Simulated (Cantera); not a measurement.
**Thermodynamics of aluminium nitride and oxide growth, feed AlCl₃ + HCl + N₂ + N₂O**

Feed: 1 mol AlCl₃, 4.4 mol HCl, 14 mol N₂, 0.79 mol N₂O, held at 5300 Pa.

These are equilibrium values from Cantera (NASA tables, ideal gas, pure condensed phases), not measurements of a reactor. Candidate condensed phases: Al, AlCl₃, AlN, Al₂O₃, H₂O, NH₄Cl; 45 gas species. The tables' values for AlCl₂ are old estimates; treat these amounts as uncertain. Condensed phases not in the tables: AlOCl. The numbers say what is thermodynamically allowed, not how fast it happens.

| T (°C) | log p N₂ | log p HCl | log p Cl | log p Cl₂ | log p AlCl₃ | log p H₂O | n Al₂O₃(s) |
|---|---|---|---|---|---|---|---|
| 702 | -1.42 | -1.94 | -4.92 | -2.69 | -2.91 | -7.67 | 0.263 |
| 802 | -1.42 | -1.94 | -4.30 | -2.69 | -2.91 | -7.14 | 0.263 |
| 902 | -1.42 | -1.94 | -3.79 | -2.71 | -2.91 | -6.71 | 0.263 |
| 1002 | -1.42 | -1.94 | -3.37 | -2.74 | -2.91 | -6.35 | 0.263 |
| 1102 | -1.42 | -1.95 | -3.03 | -2.81 | -2.91 | -6.04 | 0.263 |
| 1202 | -1.42 | -1.95 | -2.77 | -2.93 | -2.92 | -5.78 | 0.263 |
| 1302 | -1.43 | -1.95 | -2.59 | -3.14 | -2.92 | -5.56 | 0.263 |
| 1402 | -1.43 | -1.96 | -2.49 | -3.43 | -2.92 | -5.36 | 0.262 |
| 1502 | -1.43 | -1.96 | -2.44 | -3.78 | -2.93 | -5.19 | 0.262 |
| 1602 | -1.43 | -1.96 | -2.42 | -4.13 | -2.93 | -5.04 | 0.262 |
log p: log10 of the partial pressure in bar; n: condensed amount in mol.

From 702 °C to 1602 °C the condensed part is Al₂O₃(s). The main Al-bearing gas is AlCl₃ throughout.
